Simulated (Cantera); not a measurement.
## Premixed flame

A freely propagating, adiabatic, planar premixed flame of CH4 : H2 : O2 : N2 : H2O = 1 : 0.072 : 2.1 : 8.4 : 3 (molar parts), equivalence ratio 0.97, unburnt at 523 K and 0.720 bar; mixture-averaged transport, grid criteria slope 0.08 and curve 0.16, no radiation.

Cantera simulation using GRI-Mech 3.0 (53 species, 325 reactions); the numbers are that mechanism's predictions, not measurements. Burning velocities carry a grid error of a few per cent, more on coarse grids.

| z (mm) | T (K) | u (m/s) | x CH4 | x H2 | x O2 | x HO2 | x H | x NO |
|---|---|---|---|---|---|---|---|---|
| -3.03 | 523 | 0.402 | 0.0686 | 0.00560 | 0.144 | 5.73e-8 | <1e-8 | <1e-8 |
| -2.02 | 527 | 0.405 | 0.0682 | 0.00670 | 0.144 | 6.79e-7 | <1e-8 | <1e-8 |
| -1.52 | 538 | 0.414 | 0.0674 | 0.00791 | 0.143 | 2.99e-6 | <1e-8 | <1e-8 |
| -1.01 | 606 | 0.468 | 0.0633 | 0.0101 | 0.138 | 1.91e-5 | <1e-8 | 6.37e-8 |
| -0.505 | 935 | 0.728 | 0.0442 | 0.0135 | 0.110 | 8.43e-5 | 1.18e-5 | 7.89e-7 |
| -0.253 | 1260 | 0.986 | 0.0240 | 0.0152 | 0.0784 | 9.42e-5 | 0.000169 | 1.88e-6 |
| 0 | 1574 | 1.23 | 0.00457 | 0.0151 | 0.0408 | 5.03e-5 | 0.00140 | 3.56e-6 |
| 0.253 | 1697 | 1.32 | 0.000150 | 0.0120 | 0.0221 | 1.13e-5 | 0.00282 | 5.46e-6 |
| 0.505 | 1745 | 1.35 | 2.43e-6 | 0.0107 | 0.0170 | 7.18e-6 | 0.00280 | 6.42e-6 |
| 1.01 | 1801 | 1.39 | <1e-8 | 0.00922 | 0.0136 | 4.80e-6 | 0.00201 | 7.25e-6 |
| 2.02 | 1855 | 1.43 | <1e-8 | 0.00697 | 0.0108 | 2.83e-6 | 0.00110 | 8.03e-6 |
| 4.04 | 1899 | 1.46 | <1e-8 | 0.00468 | 0.00856 | 1.48e-6 | 0.000514 | 8.90e-6 |
| 8.09 | 1928 | 1.48 | <1e-8 | 0.00294 | 0.00698 | 7.52e-7 | 0.000225 | 9.86e-6 |
x: mole fraction of selected species; z is measured from the peak of heat release.

The laminar burning velocity is 40.1 cm/s, the thermal thickness comes out as 1.01 mm and the peak x(HO2) is 9.47e-5. The peak x(H) is 0.00292 and the grid points is 136.
